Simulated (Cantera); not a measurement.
A perfectly stirred reactor is fed with CH4 : CO2 : H2 = 1 : 1.7 : 0.39 (molar parts), at 1.01 bar; it is held at 2000 K, and followed from long to short residence time.

Computed with Cantera and GRI-Mech 3.0 (53 species, 325 reactions).

x: mole fraction; the columns are a selection and need not sum to one.

| τ (s) | x CH4 | x CO2 | x H2 | x HO2 | x OH |
|---|---|---|---|---|---|
| 10 | 0.000253 | 0.0318 | 0.363 | 7.09e-12 | 2.80e-5 |
| 3.6 | [?] | 0.0321 | 0.362 | 7.12e-12 | 2.81e-5 |
| 1.3 | 0.00147 | 0.0328 | 0.359 | 7.34e-12 | 2.85e-5 |
| 0.47 | 0.00300 | 0.0347 | 0.353 | 8.04e-12 | 2.99e-5 |
| 0.17 | 0.00551 | 0.0394 | 0.340 | 9.91e-12 | 3.32e-5 |
| 0.060 | 0.00937 | 0.0496 | 0.315 | 1.44e-11 | 3.98e-5 |
| 0.021 | 0.0151 | 0.0690 | 0.279 | 2.38e-11 | 4.99e-5 |
| 0.0077 | 0.0238 | 0.101 | 0.242 | 3.82e-11 | 6.00e-5 |
| 0.0027 | 0.0406 | 0.161 | 0.218 | 5.29e-11 | 6.24e-5 |
| 0.00098 | [?] | [?] | 0.220 | 5.58e-11 | [?] |
| 0.00035 | 0.130 | 0.369 | 0.229 | 4.66e-11 | 3.18e-5 |

**Question.** What belongs in the gaps?

**Answer.** 
- 3.6, x CH4: 0.000643
- 0.00098, x CH4: 0.0734
- 0.00098, x CO2: 0.254
- 0.00098, x OH: 5.02e-5
